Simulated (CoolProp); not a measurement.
Properties of R22 at several states (Tc = 96.1 °C, pc = 4990 kPa, ω = 0.221).

The numbers come from the reference Helmholtz-energy equation of state, Kamei 1995 in CoolProp.

```tsv
T (°C)	p (kPa)	phase	density (kg/m³)
213.95	36.3	gas	0.7757
16.45	36.1	gas	1.304
136.55	6240	supercritical	[?]
6.15	471	gas	[?]
114.15	6080	supercritical	[?]
-81.95	32	liquid	[?]
```

**Question.** Fill in the missing entries.

**Answer.** 
- 136.55, density (kg/m³): 254.7
- 6.15, density (kg/m³): 19.31
- 114.15, density (kg/m³): 357.3
- -81.95, density (kg/m³): 1523
